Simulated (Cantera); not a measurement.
A perfectly stirred reactor is fed with C2H6 : N2 = 1 : 4.5 (molar parts), at 750 Torr; it is held at 1125 K, and followed from long to short residence time.

Computed with Cantera and GRI-Mech 3.0 (53 species, 325 reactions). GRI-Mech 3.0 stops at C3 and has no aromatics, soot or wall deposition, so with more carbon than oxygen in the feed, carbon stays in small species such as C2H2 where larger ones or solid carbon would form.

One state of this run: x C2H6 = 0.0110; x C2H = 2.85e-12; x CH3 = 1.69e-6; x C2H2 = 0.0158; x HCN = <1e-12. x: mole fraction; the columns are a selection and need not sum to one.

Q: Which value of τ (s) does it belong to?
A. 1.7
B. 4.1
C. 0.022
D. 0.0038

A: B, 4.1
